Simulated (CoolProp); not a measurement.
Vapour-liquid equilibrium of ethane (1) + hydrogen sulfide (2) at 5.65 bar; x and y are mole fractions of (1).

Model: multi-fluid Helmholtz-energy mixture model, Bücker 2006 and Lemmon 2006; pair parameters Kunz 2012, in CoolProp.

```json
[
 {"x": "0.05", "bubble temperature (K)": "243.8", "y at the bubble point": "0.321", "dew temperature at overall composition x (K)": "252.7", "liquid density (mol/L)": "25.22"},
 {"x": "0.125", "bubble temperature (K)": "234.9", "y at the bubble point": "0.538", "dew temperature at overall composition x (K)": "250.4", "liquid density (mol/L)": "24.39"},
 {"x": "0.2", "bubble temperature (K)": "230.6", "y at the bubble point": "0.627", "dew temperature at overall composition x (K)": "248.0", "liquid density (mol/L)": "23.44"},
 {"x": "0.275", "bubble temperature (K)": "228.4", "y at the bubble point": "0.671", "dew temperature at overall composition x (K)": "245.5", "liquid density (mol/L)": "22.48"},
 {"x": "0.35", "bubble temperature (K)": "227.2", "y at the bubble point": "0.696", "dew temperature at overall composition x (K)": "242.8", "liquid density (mol/L)": "21.57"},
 {"x": "0.425", "bubble temperature (K)": "226.4", "y at the bubble point": "0.715", "dew temperature at overall composition x (K)": "239.8", "liquid density (mol/L)": "20.74"},
 {"x": "0.5", "bubble temperature (K)": "225.7", "y at the bubble point": "0.731", "dew temperature at overall composition x (K)": "236.7", "liquid density (mol/L)": "19.97"},
 {"x": "0.575", "bubble temperature (K)": "225.2", "y at the bubble point": "0.749", "dew temperature at overall composition x (K)": "233.2", "liquid density (mol/L)": "19.28"},
 {"x": "0.65", "bubble temperature (K)": "224.6", "y at the bubble point": "0.771", "dew temperature at overall composition x (K)": "229.5", "liquid density (mol/L)": "18.64"},
 {"x": "0.725", "bubble temperature (K)": "224.1", "y at the bubble point": "0.799", "dew temperature at overall composition x (K)": "226.0", "liquid density (mol/L)": "18.07"},
 {"x": "0.8", "bubble temperature (K)": "223.8", "y at the bubble point": "0.835", "dew temperature at overall composition x (K)": "224.1", "liquid density (mol/L)": "17.55"},
 {"x": "0.875", "bubble temperature (K)": "223.5", "y at the bubble point": "0.882", "dew temperature at overall composition x (K)": "223.5", "liquid density (mol/L)": "17.06"},
 {"x": "0.95", "bubble temperature (K)": "223.6", "y at the bubble point": "0.945", "dew temperature at overall composition x (K)": "223.6", "liquid density (mol/L)": "16.61"}
]
```

y crosses x between x = 0.875 and 0.95: the model has an azeotrope there.

Pair parameters are fitted to limited data, so mixtures are less certain than the pure fluids. With so large a gap from Raoult's law the liquid may split in two, which this calculation doesn't test in full.
